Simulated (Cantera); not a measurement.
A perfectly stirred reactor is fed with H2 : O2 = 0.011 : 1 (molar parts), at 0.0267 bar; it is held at 1050 K, and followed from long to short residence time.

Model: GRI-Mech 3.0 (53 species, 325 reactions), integrated in Cantera. Radical loss at walls, strong at low pressure, is not modelled.

Question: What does this change do: pressure from 0.0267 bar to 0.0180 bar?

Answer: 
| quantity | before | after |
|---|---|---|
| x(H2) at τ = 0.850 s | 0.000113 | 0.000119 |
| x(O2) at τ = 0.850 s | 0.988 | 0.988 |
| x(OH) at τ = 0.850 s | 0.000153 | 0.000199 |
| x(H2O2) at τ = 0.850 s | 4.65e-8 | 3.46e-8 |
| x(O) at τ = 0.850 s | 0.000559 | 0.000912 |
| x(H2) at τ = 71.0 ms | 0.000445 | 0.000492 |
| x(O2) at τ = 71.0 ms | 0.987 | 0.986 |
| x(OH) at τ = 71.0 ms | 0.000401 | 0.000502 |
| x(H2O2) at τ = 71.0 ms | 9.17e-8 | 6.66e-8 |
| x(O) at τ = 71.0 ms | 0.00202 | 0.00300 |

Question: What does this change do: pressure from 0.0267 bar to 0.0133 bar?

Answer: 
| quantity | before | after |
|---|---|---|
| x(H2) at τ = 0.850 s | 0.000113 | 0.000126 |
| x(O2) at τ = 0.850 s | 0.988 | 0.988 |
| x(OH) at τ = 0.850 s | 0.000153 | 0.000241 |
| x(H2O2) at τ = 0.850 s | 4.65e-8 | 2.72e-8 |
| x(O) at τ = 0.850 s | 0.000559 | 0.00131 |
| x(H2) at τ = 71.0 ms | 0.000445 | 0.000546 |
| x(O2) at τ = 71.0 ms | 0.987 | 0.985 |
| x(OH) at τ = 71.0 ms | 0.000401 | 0.000586 |
| x(H2O2) at τ = 71.0 ms | 9.17e-8 | 5.21e-8 |
| x(O) at τ = 71.0 ms | 0.00202 | 0.00387 |

Question: What does this change do: temperature 1050 to 1275 K?

Answer: 
| quantity | before | after |
|---|---|---|
| x(H2) at τ = 0.850 s | 0.000113 | 3.04e-5 |
| x(O2) at τ = 0.850 s | 0.988 | 0.987 |
| x(OH) at τ = 0.850 s | 0.000153 | 0.000426 |
| x(H2O2) at τ = 0.850 s | 4.65e-8 | 2.10e-8 |
| x(O) at τ = 0.850 s | 0.000559 | 0.00136 |
| x(H2) at τ = 71.0 ms | 0.000445 | 0.000129 |
| x(O2) at τ = 71.0 ms | 0.987 | 0.984 |
| x(OH) at τ = 71.0 ms | 0.000401 | 0.000845 |
| x(H2O2) at τ = 71.0 ms | 9.17e-8 | 3.46e-8 |
| x(O) at τ = 71.0 ms | 0.00202 | 0.00474 |
